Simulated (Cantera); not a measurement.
# Thermodynamics of silicon nitride deposition, feed SiH2Cl2 + NH3 + N2

Input: 1 mol SiH2Cl2, 0.91 mol NH3, 37 mol N2, at 852 °C and 1.00 bar.

Cantera equilibrium calculation (NASA polynomials, part measured and part estimated; ideal gas, pure solids and liquids). Candidate condensed phases: NH4Cl, Si, Si3N4; 28 gas species. Equilibrium is a limit: real reactors are often held back by kinetics, nucleation or transport.

- x(N2): 0.917
- x(HCl): 0.0467
- x(H2): 0.0356
- x(SiCl4): 0.000772
- x(SiHCl3): 1.02e-5
- x(SiCl3): 3.92e-6
- x(NH3): 1.78e-6
- n(Si3N4(s)): 0.323 mol
- gas amount: 40.14 mol
- log10 activity of Si(s) (absent): -5.72
